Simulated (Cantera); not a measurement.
An isothermal, constant-pressure homogeneous reactor starts with NH₃ : H₂ = 1 : 1.6 (molar parts), at 1750 K and 0.0270 bar.

Computed with Cantera and the gas-phase N/H chemistry of the illustrative SiF4/NH3 mechanism in the Surface Chemkin manual (1991). Walls and surfaces, which speed up NH3 decomposition in real reactors, are not modelled.

x: mole fraction; the columns are a selection and need not sum to one.

```csv
t (s),x NH₃,x H₂,x N₂,x N,x NH,x NH₂,x N₂H₂
5.00e-5,0.385,0.615,<1e-12,<1e-12,2.51e-12,2.97e-7,<1e-12
0.000230,0.385,0.615,1.65e-12,<1e-12,8.72e-11,1.39e-6,9.16e-12
0.00106,0.385,0.615,7.80e-10,3.19e-12,…,…,3.81e-10
0.00486,0.385,0.615,1.32e-7,3.29e-10,4.49e-8,2.93e-5,1.05e-8
0.0224,0.384,0.615,1.84e-5,2.70e-8,8.55e-7,0.000129,2.81e-7
0.103,0.382,0.617,0.000733,1.39e-7,2.57e-6,0.000224,1.04e-6
0.473,0.372,0.623,0.00460,1.40e-7,2.55e-6,0.000220,9.99e-7
2.17,0.327,0.652,0.0206,1.41e-7,2.45e-6,0.000202,8.37e-7
10.0,…,…,…,1.42e-7,…,…,…
```

Task: Fill in the missing entries.

Result: 
- 0.00106, x NH: 2.08e-9
- 0.00106, x NH₂: 6.39e-6
- 10.0, x NH₃: 0.195
- 10.0, x H₂: 0.736
- 10.0, x N₂: 0.0682
- 10.0, x NH: 2.05e-6
- 10.0, x NH₂: 0.000142
- 10.0, x N₂H₂: 4.16e-7
